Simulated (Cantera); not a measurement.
An isothermal, constant-pressure homogeneous reactor starts with H₂ : O₂ = 0.14 : 1 (molar parts), equivalence ratio 0.070, at 1473 K and 0.0267 bar. Integrator tolerance rtol = 1e-08.

Cantera simulation using the H2/O2 subset of GRI-Mech 3.0, which has no nitrogen chemistry; the numbers are that mechanism's predictions, not measurements. Radical loss at walls, strong at low pressure, is not modelled. The temperature is held fixed by assumption; the heat of reaction is taken as removed at once.

Task: What does this change do: pressure from 0.0267 bar to 0.00770 bar?

Result: 
| quantity | before | after |
|---|---|---|
| x(H₂) at 2.00 s | 1.30e-6 (gas-phase equilibrium 1.13e-6) | 3.01e-5 (gas-phase equilibrium 2.11e-6) |
| x(O₂) at 2.00 s | 0.869 (gas-phase equilibrium 0.869) | 0.868 (gas-phase equilibrium 0.869) |
| x(H₂O) at 2.00 s | 0.131 (gas-phase equilibrium 0.131) | 0.130 (gas-phase equilibrium 0.131) |
| x(HO₂) at 2.00 s | 2.05e-7 (gas-phase equilibrium 2.14e-7) | 1.52e-7 (gas-phase equilibrium 1.57e-7) |
| x(H) at 2.00 s | 1.02e-7 (gas-phase equilibrium 8.30e-8) | 1.14e-5 (gas-phase equilibrium 2.11e-7) |
| x(OH) at 2.00 s | 0.000267 (gas-phase equilibrium 0.000249) | 0.00128 (gas-phase equilibrium 0.000340) |
| x(O) at 2.00 s | 1.83e-5 (gas-phase equilibrium 1.60e-5) | 0.000427 (gas-phase equilibrium 2.98e-5) |
